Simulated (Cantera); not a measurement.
**Equilibrium for nitride etching: BN + H2**

Input: 1 mol BN, 23 mol H2, at 40.0 Pa.

Equilibrium computed with Cantera from the NASA thermochemical tables; the gas is ideal and each condensed phase is pure. Candidate condensed phases: B, BN; 15 gas species. Mutual solubility and eutectic melting of coexisting phases are not modelled. The tables' values for BH2 are old estimates; treat these amounts as uncertain. The numbers say what is thermodynamically allowed, not how fast it happens.

From 975 K to 1425 K the condensed part is BN(s). From 1475 K to 1525 K the condensed part is B(s) + BN(s).

```tsv
T (K)	x H2	x H	x N2	x BH2	x BH3	x B	x BH	n BN(s)	n B(s)
975	1.00	5.72e-8	2.95e-11	2.96e-11	3.09e-11	<1e-12	<1e-12	1.00	0
1025	1.00	2.18e-7	1.50e-10	1.93e-10	1.10e-10	<1e-12	<1e-12	1.00	0
1075	1.000	7.34e-7	6.85e-10	1.04e-9	3.37e-10	<1e-12	<1e-12	1.00	0
1125	1.000	2.22e-6	2.81e-9	4.71e-9	9.21e-10	<1e-12	<1e-12	1.00	0
1175	1.000	6.13e-6	1.04e-8	1.86e-8	2.28e-9	<1e-12	<1e-12	1.00	0
1225	1.000	1.56e-5	3.52e-8	6.53e-8	5.21e-9	<1e-12	<1e-12	1.000	0
1275	1.000	3.69e-5	1.09e-7	2.06e-7	1.11e-8	<1e-12	1.72e-12	1.000	0
1325	1.000	8.18e-5	3.09e-7	5.96e-7	2.22e-8	6.18e-12	1.18e-11	1.000	0
1375	1.000	0.000171	8.16e-7	1.59e-6	4.20e-8	5.48e-11	7.02e-11	1.000	0
1425	1.000	0.000341	2.02e-6	3.95e-6	7.61e-8	4.17e-10	3.67e-10	1.000	0
1475	0.999	0.000648	6.91e-6	7.59e-6	1.09e-7	2.27e-9	1.41e-9	1.000	0.000141
1525	0.999	0.00118	2.63e-5	1.27e-5	1.38e-7	1.01e-8	4.52e-9	0.999	0.000912
```
x: gas mole fraction; n: condensed amount in mol.
